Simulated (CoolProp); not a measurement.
C3F8 (R218) along the isobar 0.118 MPa: density (kg/m³) from the reference equation and from simpler models built on Tc = 71.9 °C, pc = 2.640 MPa, ω = 0.317; each cubic takes its own stable root.

Model: reference Helmholtz-energy equation of state, Lemmon 2006, in CoolProp. It is a short technical equation, of lower accuracy than the large ones.

```csv
T (°C),phase,reference
-74.65,liquid,1752
-52.75,liquid,1673
-30.75,gas,11.66
-8.85,gas,10.51
13.15,gas,9.598
35.05,gas,8.854
57.05,gas,8.223
79.05,gas,7.682
100.95,gas,7.212
122.95,gas,6.797
144.85,gas,6.431
166.85,gas,6.101
```

### Question
How far does each simpler model (van der Waals, Soave-Redlich-Kwong) lie from the reference over these 12 states: mean and median of the absolute difference, and the worst?

### Answer
- van der Waals: mean 17.0 %, median 0.3 %, worst -99.2 % at -52.75 °C and 0.118 MPa
- Soave-Redlich-Kwong: mean 1.0 %, median 0.1 %, worst -5.3 % at -74.65 °C and 0.118 MPa

At some of these states van der Waals gives the other phase, because its saturation line lies elsewhere.
